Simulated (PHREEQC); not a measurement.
# Alkaline etch or developer: speciation

Dissolve 2 mmol/kgw LiOH and 0.27 mmol/kgw Na2SiO3 at 20 °C. Closed to the air; pH follows from the charge balance.

Equilibrium calculation in PHREEQC: ion-association model, wateq4f.dat.

Precipitation was switched off in this run.

Q: Estimate the pH.

A: pH 11.50.

Q: In which forms is Si present?

A: H3SiO4- 96 %, H4SiO4 2.3 %, H2SiO4-2 1.7 % of the Si.
